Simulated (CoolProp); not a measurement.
Hydrogen chloride along the isobar 468 bar: density (kg/m³) from the reference equation and from simpler models built on Tc = 51.5 °C, pc = 83.14 bar, ω = 0.130; each cubic takes its own stable root.

Computed with CoolProp (reference Helmholtz-energy equation of state, Thol 2018).

| T (°C) | phase | reference |
|---|---|---|
| -51.75 | liquid | 1169 |
| -43.15 | liquid | 1151 |
| -34.65 | liquid | 1133 |
| -26.05 | liquid | 1114 |
| -17.45 | liquid | 1096 |
| -8.95 | liquid | 1077 |
| -0.35 | liquid | 1057 |
| 8.15 | liquid | 1038 |
| 16.75 | liquid | 1018 |
| 25.25 | liquid | 998.1 |
| 33.85 | liquid | 977.5 |
| 42.45 | liquid | 956.5 |
| 50.95 | liquid | 935.4 |
| 59.55 | supercritical | 913.8 |
| 68.05 | supercritical | 892.0 |

How far does each simpler model (van der Waals, Peng-Robinson) lie from the reference over these 15 states: mean and median of the absolute difference, and the worst?


- van der Waals: mean 34.8 %, median 35.1 %, worst -37.7 % at -51.75 °C and 468 bar
- Peng-Robinson: mean 1.9 %, median 1.5 %, worst -4.0 % at 68.05 °C and 468 bar
